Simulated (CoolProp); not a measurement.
Model: reference Helmholtz-energy equation of state, Pan 2012, in CoolProp.

Give the vapour pressure (MPa), enthalpy of vaporisation (kJ/kg), surface tension (mN/m) of saturated R236FA at 3.05, 24.95, 112.65 °C.


```csv
T (°C),p (MPa),enthalpy of vaporisation (kJ/kg),surface tension (mN/m)
3.05,0.122,157,12.3
24.95,0.271,145,9.59
112.65,2.51,62.8,0.698
```

Surface tension comes from a separate correlation (Mulero 2012).
